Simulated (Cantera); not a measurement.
Cantera run, input and output.

```python
import numpy as np
import cantera as ct

surf = ct.Interface("diamond.yaml", "diamond_100")
gas, bulk = surf.adjacent["gas"], surf.adjacent["diamond"]
k = surf.kinetics_species_index(bulk.species_names[0])
cover = ["c6HH", "c6H*", "c6*H", "c6**", "c6HM", "c6B"]

rows, drift = [], 0.0
print(f"{'xH':>10s}{'um/h':>11s}" + "".join(f"{s:>11s}" for s in cover))
for v in [0.0001, 0.00025, 0.00062, 0.0015, 0.0038, 0.0094, 0.023, 0.058, 0.14]:
    T, P, xH, xCH3 = 1000, 2700, v, 3.8e-05
    gas.TPX = T, P, {"H": xH, "CH3": xCH3, "CH4": 0.028, "H2": 1 - xH - xCH3 - 0.028}
    surf.TP = bulk.TP = T, P
    surf.coverages = "c6H*:0.1, c6HH:0.9"
    surf.advance_coverages(100.0)
    before = surf.coverages
    surf.advance_coverages(100.0)
    drift = max(drift, np.max(np.abs(surf.coverages - before) / (surf.coverages + 1e-9)))
    rate = surf.net_production_rates[k] * bulk.mean_molecular_weight / bulk.density * 3.6e9
    rows.append([rate, *surf[cover].coverages])
    print(f"{v:10.4g}{rate:11.4e}" + "".join(f"{x:11.3e}" for x in rows[-1][1:]))
```

It prints:

```
        xH       um/h       c6HH       c6H*       c6*H       c6**       c6HM        c6B
    0.0001 9.3583e-02  6.019e-01  1.611e-02  3.298e-01  4.655e-03  3.427e-02  2.539e-10
   0.00025 1.9694e-01  5.871e-01  1.702e-02  3.485e-01  6.805e-03  2.940e-02  5.344e-10
   0.00062 3.2434e-01  5.867e-01  1.760e-02  3.603e-01  8.303e-03  1.974e-02  8.801e-10
    0.0015 4.2787e-01  5.903e-01  1.797e-02  3.677e-01  9.126e-03  1.082e-02  1.161e-09
    0.0038 4.9324e-01  5.935e-01  1.819e-02  3.720e-01  9.547e-03  4.937e-03  1.338e-09
    0.0094 5.2404e-01  5.952e-01  1.831e-02  3.739e-01  9.729e-03  2.123e-03  1.422e-09
     0.023 5.3764e-01  5.959e-01  1.843e-02  3.746e-01  9.814e-03  8.902e-04  1.459e-09
     0.058 5.4406e-01  5.962e-01  1.865e-02  3.748e-01  9.874e-03  3.572e-04  1.476e-09
      0.14 5.4790e-01  5.963e-01  1.911e-02  3.744e-01  9.953e-03  1.489e-04  1.487e-09
```

Cantera simulation using the Harris–Goodwin 1993 mechanism for the reconstructed diamond (100) surface; the numbers are that mechanism's predictions, not measurements.
